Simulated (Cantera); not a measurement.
A Cantera script and what it prints.

```python
import numpy as np
import cantera as ct

gas_names = """
    H HNO HNO2 HNO3 HO2 H2 H2O H2O2 N NH NH2 NH3 NH2OH NO NO2 NO3 N2 N2H2 N2H4 N2O O OH O2 O3
""".split()
cond_names = """
    H2O(s) H2O(L)
""".split()


def load(file, names, dense=False):
    # The tables refer to 1 bar. Condensed volumes are neglected.
    table = {s.name: s for s in ct.Species.list_from_file(file)}
    out = []
    for n in names:
        d = dict(table[n].input_data)
        d["thermo"] = dict(d["thermo"], **{"reference-pressure": 1e5})
        if dense:
            d["equation-of-state"] = {"model": "constant-volume", "density": "1e6 g/cm^3"}
        out.append(ct.Species.from_dict(d))
    return out


gas = ct.Solution(thermo="ideal-gas", species=load("nasa_gas.yaml", gas_names))
cond = {s.name: ct.Solution(thermo="fixed-stoichiometry", species=[s], name=s.name)
        for s in load("nasa_condensed.yaml", cond_names, dense=True)}
atoms = {
    'H2O': {'H': 2, 'O': 1},
    'O2': {'O': 2},
    'N2': {'N': 2},
}
top_T = {}  # K; cautious upper limits of use, not melting points


def equilibrate(T, P, feed):
    n = {}
    for name, mol in feed.items():
        for a, k in atoms[name].items():
            n[a] = n.get(a, 0.0) + k * mol
    gas.TPX = T, P, n
    mass = sum(n.values()) * gas.mean_molecular_weight
    gas.equilibrate("TP")
    valid = [c for c in cond.values() if c.min_temp <= T <= top_T.get(c.name, c.max_temp)]
    mix = ct.Mixture([(gas, mass / gas.mean_molecular_weight)] + [(c, 0.0) for c in valid])
    mix.T, mix.P = T, P
    mix.equilibrate("TP", solver="vcs", rtol=1e-11, max_steps=5000)
    return mix


results = []
T = 3375  # K
P = 140000  # Pa
for m in [5.3, 7, 8.7, 10, 12, 14, 15, 17, 19, 21, 22, 24]:
    feed = {'H2O': 1, 'O2': 0.29, 'N2': m}  # mol
    mix = equilibrate(T, P, feed)
    results.append((T, P, feed, dict(zip(mix.species_names, mix.species_moles))))
    x = sorted(zip(gas.X, gas.species_names), reverse=True)
    print(f"T = {T:g} K  P = {P:g} Pa  n(N2) = {m:g} mol  gas = {mix.phase_moles(0):.4g} mol")
    print("   x: " + "  ".join(f"{s} {v:.3e}" for v, s in x if v > 0.0001))
    print("   condensed (mol): " + ("  ".join(f"{mix.phase(i).name} {mix.phase_moles(i):.4g}"
          for i in range(1, mix.n_phases) if mix.phase_moles(i) > 1e-12) or "none"))
```

It prints:

```
T = 3375 K  P = 140000 Pa  n(N2) = 5.3 mol  gas = 7.347 mol
   x: N2 7.092e-01  H 6.845e-02  O 4.902e-02  H2O 4.745e-02  OH 4.113e-02  H2 3.384e-02  O2 2.662e-02  NO 2.415e-02
   condensed (mol): none
T = 3375 K  P = 140000 Pa  n(N2) = 7 mol  gas = 9.113 mol
   x: N2 7.571e-01  H 6.213e-02  O 4.309e-02  H2O 3.436e-02  OH 3.282e-02  H2 2.788e-02  NO 2.194e-02  O2 2.057e-02
   condensed (mol): none
T = 3375 K  P = 140000 Pa  n(N2) = 8.7 mol  gas = 10.87 mol
   x: N2 7.903e-01  H 5.721e-02  O 3.870e-02  OH 2.714e-02  H2O 2.617e-02  H2 2.364e-02  NO 2.013e-02  O2 1.660e-02
   condensed (mol): none
T = 3375 K  P = 140000 Pa  n(N2) = 10 mol  gas = 12.21 mol
   x: N2 8.096e-01  H 5.410e-02  O 3.602e-02  OH 2.389e-02  H2O 2.178e-02  H2 2.114e-02  NO 1.896e-02  O2 1.438e-02
   condensed (mol): none
T = 3375 K  P = 140000 Pa  n(N2) = 12 mol  gas = 14.26 mol
   x: N2 8.327e-01  H 5.008e-02  O 3.268e-02  OH 2.006e-02  H2 1.812e-02  NO 1.745e-02  H2O 1.693e-02  O2 1.183e-02
   condensed (mol): none
T = 3375 K  P = 140000 Pa  n(N2) = 14 mol  gas = 16.31 mol
   x: N2 8.504e-01  H 4.676e-02  O 3.000e-02  OH 1.720e-02  NO 1.619e-02  H2 1.579e-02  H2O 1.355e-02  O2 9.973e-03
   condensed (mol): none
T = 3375 K  P = 140000 Pa  n(N2) = 15 mol  gas = 17.33 mol
   x: N2 8.578e-01  H 4.530e-02  O 2.885e-02  OH 1.602e-02  NO 1.563e-02  H2 1.482e-02  H2O 1.223e-02  O2 9.221e-03
   condensed (mol): none
T = 3375 K  P = 140000 Pa  n(N2) = 17 mol  gas = 19.37 mol
   x: N2 8.704e-01  H 4.269e-02  O 2.683e-02  NO 1.465e-02  OH 1.404e-02  H2 1.316e-02  H2O 1.010e-02  O2 7.976e-03
   condensed (mol): none
T = 3375 K  P = 140000 Pa  n(N2) = 19 mol  gas = 21.4 mol
   x: N2 8.808e-01  H 4.043e-02  O 2.512e-02  NO 1.379e-02  OH 1.245e-02  H2 1.180e-02  H2O 8.481e-03  O2 6.990e-03
   condensed (mol): none
T = 3375 K  P = 140000 Pa  n(N2) = 21 mol  gas = 23.43 mol
   x: N2 8.896e-01  H 3.844e-02  O 2.364e-02  NO 1.304e-02  OH 1.114e-02  H2 1.067e-02  H2O 7.214e-03  O2 6.191e-03
   condensed (mol): none
T = 3375 K  P = 140000 Pa  n(N2) = 22 mol  gas = 24.45 mol
   x: N2 8.934e-01  H 3.753e-02  O 2.297e-02  NO 1.270e-02  OH 1.057e-02  H2 1.017e-02  H2O 6.682e-03  O2 5.846e-03
   condensed (mol): none
T = 3375 K  P = 140000 Pa  n(N2) = 24 mol  gas = 26.48 mol
   x: N2 9.003e-01  H 3.585e-02  O 2.176e-02  NO 1.208e-02  OH 9.562e-03  H2 9.282e-03  H2O 5.777e-03  O2 5.245e-03
   condensed (mol): none
```

Equilibrium computed with Cantera from the NASA thermochemical tables; the gas is ideal and each condensed phase is pure.
